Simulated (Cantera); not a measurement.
Low-pressure radical oxidation in H2/O2

A perfectly stirred reactor is fed with 12.3 % H₂, 87.7 % O₂, at 20.0 Torr; it is held at 1348 K, and followed from long to short residence time.

Model: the H2/O2 subset of GRI-Mech 3.0, which has no nitrogen chemistry, integrated in Cantera. Radical loss at walls, strong at low pressure, is not modelled. The temperature is held fixed by assumption; the heat of reaction is taken as removed at once.

| τ (s) | x H₂ | x O₂ | x H | x OH | x H₂O₂ | x O | x H₂O |
|---|---|---|---|---|---|---|---|
| 2.0 | 0.000134 | 0.867 | 7.38e-5 | 0.00168 | 9.31e-8 | 0.00126 | 0.130 |
| 0.68 | 0.000267 | 0.866 | 0.000216 | 0.00240 | 1.32e-7 | 0.00258 | 0.129 |
| 0.23 | 0.000528 | 0.862 | 0.000625 | 0.00341 | 1.80e-7 | 0.00523 | 0.128 |
| 0.078 | 0.00102 | 0.857 | 0.00174 | 0.00479 | 2.33e-7 | 0.0103 | 0.125 |
| 0.026 | 0.00192 | 0.846 | 0.00460 | 0.00658 | 2.84e-7 | 0.0196 | 0.121 |
| 0.0088 | 0.00338 | 0.830 | 0.0104 | 0.00856 | 3.19e-7 | 0.0331 | 0.114 |
| 0.0030 | 0.00557 | 0.814 | 0.0183 | 0.0104 | 3.41e-7 | 0.0467 | 0.105 |
| 0.0010 | 0.00962 | 0.804 | 0.0251 | 0.0121 | 3.77e-7 | 0.0531 | 0.0957 |
x: mole fraction; the columns are a selection and need not sum to one.
